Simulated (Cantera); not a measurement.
Cantera run, input and output.

```python
import numpy as np
import cantera as ct

gas = ct.Solution("gri30.yaml")
gas.TPX = 1323, 13332, {'C2H6': 1, 'N2': 2.9}
reactor = ct.IdealGasConstPressureReactor(gas, energy="off", clone=False)
net = ct.ReactorNet([reactor])
net.rtol, net.atol = 1e-08, 1e-18
show = ['C2H6', 'H', 'C2H2', 'HCN', 'C2H4', 'CH4', 'CH3']
times = np.geomspace(0.0009, 4, 13)

steps = ct.SolutionArray(gas, extra=["t"])
rows = []
print(f"{'t/s':>10s}{'T/K':>9s}{'P/Pa':>11s}" + "".join(f"{s:>11s}" for s in show))
for t in times:
    while net.time < t:
        t_next = net.step()
        steps.append(gas.state, t=t_next)
    rows.append([np.interp(t, steps.t, y) for y in (steps.T, steps.P, *steps(*show).X.T)])
    print(f"{t:10.3e}{rows[-1][0]:9.1f}{rows[-1][1]:11.4g}" + "".join(f"{x:11.3e}" for x in rows[-1][2:]))
rate = np.gradient(steps.T, steps.t)
print("integrator steps:", len(steps.t))
if steps.T.max() > steps.T[0] + 200:
    print(f"time of steepest temperature rise: {steps.t[rate.argmax()]:.4e} s")
gas.TPX = 1323, 13332, {'C2H6': 1, 'N2': 2.9}
gas.equilibrate("TP")
print(f"equilibrium (TP): T = {gas.T:.1f} K  " + "  ".join(f"{s} {gas[s].X[0]:.3e}" for s in show))
```

It prints:

```
       t/s      T/K       P/Pa       C2H6          H       C2H2        HCN       C2H4        CH4        CH3
 9.000e-04   1323.0  1.333e+04  2.219e-01  2.016e-05  2.556e-04  6.721e-10  2.337e-02  5.408e-03  7.481e-04
 1.812e-03   1323.0  1.333e+04  1.843e-01  2.197e-05  1.206e-03  9.377e-10  4.896e-02  1.201e-02  6.942e-04
 3.649e-03   1323.0  1.333e+04  1.254e-01  2.511e-05  4.389e-03  1.162e-09  8.701e-02  2.381e-02  5.892e-04
 7.348e-03   1323.0  1.333e+04  5.630e-02  2.924e-05  1.304e-02  1.343e-09  1.259e-01  4.048e-02  4.089e-04
 1.480e-02   1323.0  1.333e+04  1.259e-02  2.561e-05  3.011e-02  1.449e-09  1.366e-01  5.221e-02  1.884e-04
 2.980e-02   1323.0  1.333e+04  2.032e-03  1.313e-05  4.874e-02  1.457e-09  1.222e-01  5.411e-02  7.268e-05
 6.000e-02   1323.0  1.333e+04  4.064e-04  6.423e-06  6.365e-02  1.440e-09  1.057e-01  5.382e-02  3.235e-05
 1.208e-01   1323.0  1.333e+04  1.299e-04  3.870e-06  7.694e-02  1.421e-09  9.013e-02  5.327e-02  1.831e-05
 2.433e-01   1323.0  1.333e+04  7.795e-05  3.251e-06  9.211e-02  1.400e-09  7.218e-02  5.257e-02  1.442e-05
 4.899e-01   1323.0  1.333e+04  5.669e-05  3.147e-06  1.112e-01  1.372e-09  4.952e-02  5.169e-02  1.292e-05
 9.865e-01   1323.0  1.333e+04  3.463e-05  2.876e-06  1.297e-01  1.346e-09  2.764e-02  5.085e-02  1.099e-05
 1.986e+00   1323.0  1.333e+04  2.019e-05  2.520e-06  1.405e-01  1.332e-09  1.487e-02  5.038e-02  9.248e-06
 4.000e+00   1323.0  1.333e+04  1.597e-05  2.373e-06  1.435e-01  1.330e-09  1.127e-02  5.027e-02  8.618e-06
integrator steps: 1336
equilibrium (TP): T = 1323.0 K  C2H6 1.189e-05  H 2.312e-06  C2H2 1.020e-01  HCN 9.103e-02  C2H4 7.984e-03  CH4 4.654e-02  CH3 7.593e-06
```

Detailed kinetics in Cantera: GRI-Mech 3.0 (53 species, 325 reactions). GRI-Mech 3.0 stops at C3 and has no aromatics, soot or wall deposition, so with more carbon than oxygen in the feed, carbon stays in small species such as C2H2 where larger ones or solid carbon would form.
